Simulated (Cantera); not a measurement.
Input (Python, Cantera) and output of one run.

```python
import numpy as np
import cantera as ct

gas_names = """
    CL CL2 Fe FeCL FeCL2 FeCL3 Fe2CL4 Fe2CL6 H HCL H2 N NH NH2 NH3 N2 N2H2 N2H4
""".split()
cond_names = """
    Fe(a) Fe(c) Fe(d) Fe(L) FeCL2(s) FeCL2(L) FeCL3(s) FeCL3(L) NH4CL(a) NH4CL(b)
""".split()


# ... load() reads the species with a 1 bar reference pressure and builds the phases ...
atoms = {
    'Fe': {'Fe': 1},
    'HCl': {'H': 1, 'CL': 1},
    'N2': {'N': 2},
}
top_T = {}  # K; cautious upper limits of use, not melting points


# ... equilibrate(T, P, feed) seeds the gas with the atoms and calls Mixture.equilibrate('TP', solver="vcs", rtol=1e-11, max_steps=5000) ...
results = []
feed = {'Fe': 1, 'HCl': 0.18, 'N2': 0.061}  # mol
T = 1098  # K
for P in [1000, 2200, 4600, 10000, 22000, 46000, 100000, 220000, 460000, 1000000]:
    mix = equilibrate(T, P, feed)
    results.append((T, P, feed, dict(zip(mix.species_names, mix.species_moles))))

top = {s: max(r[3][s] / sum(r[3][g] for g in gas_names) for r in results) for s in gas_names}
cols = sorted((s for s in top if top[s] > 1e-05), key=lambda s: -top[s])[:6]
seen = [c for c in cond_names if any(r[3].get(c, 0) > 1e-12 for r in results)]
print("log10 of partial pressures in bar; condensed amounts in mol")
print(f"{'P/Pa':>10s}" + "".join(f"{s[:9]:>10s}" for s in cols + seen))
for T, P, feed, n in results:
    ng = sum(n[g] for g in gas_names)
    print(f"{P:10.4g}" + "".join(f"{np.log10(max(n[s] / ng * P / 1e5, 1e-99)):10.3f}" for s in cols)
          + "".join(f"{n.get(c, 0):10.4g}" for c in seen))
```

It prints:

```
log10 of partial pressures in bar; condensed amounts in mol
      P/Pa        H2        N2       HCL     FeCL2    Fe2CL4       NH3     Fe(a)  FeCL2(L)
      1000    -2.720    -2.596    -2.436    -2.724    -5.057    -8.872    0.9542         0
      2200    -2.376    -2.253    -2.094    -2.385    -4.378    -8.184     0.954         0
      4600    -2.053    -1.932    -1.775    -2.071    -3.750    -7.539    0.9538         0
     1e+04    -1.709    -1.593    -1.441    -1.746    -3.101    -6.854    0.9533         0
   2.2e+04    -1.355    -1.248    -1.105    -1.428    -2.465    -6.149    0.9524         0
   4.6e+04    -1.016    -0.922    -0.795    -1.147    -1.903    -5.479    0.9509         0
     1e+05    -0.548    -0.528    -0.509    -1.044    -1.697    -4.579    0.9418   0.03136
   2.2e+05    -0.084    -0.132    -0.277    -1.044    -1.697    -3.685    0.9318   0.05736
   4.6e+05     0.304     0.217    -0.083    -1.044    -1.697    -2.928    0.9253   0.06987
     1e+06     0.687     0.572     0.108    -1.044    -1.697    -2.176    0.9205    0.0774
```

Equilibrium computed with Cantera from the NASA thermochemical tables; the gas is ideal and each condensed phase is pure. Mutual solubility and eutectic melting of coexisting phases are not modelled.
